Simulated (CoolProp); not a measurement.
A Linde-Hampson liquefier for oxygen: isothermal reversible compression at 200 K from 1 atm to 10 MPa, throttling to 1 atm, return gas leaving the recuperator 5 K below the feed. Each further row changes one setting.

Computed with CoolProp (reference Helmholtz-energy equation of state, Schmidt 1985).

```csv
case,liquid yield per pass,compression work (kJ/kg of gas)
as stated,0.183,223
high pressure 20 MPa,0.327,…
warm-end temperature 230 K,…,…
warm-end gap 10 K,…,223
```

### Question
Complete the blanks.

### Answer

- high pressure 20 MPa, compression work (kJ/kg of gas): 246
- warm-end temperature 230 K, liquid yield per pass: 0.111
- warm-end temperature 230 K, compression work (kJ/kg of gas): 264
- warm-end gap 10 K, liquid yield per pass: 0.171
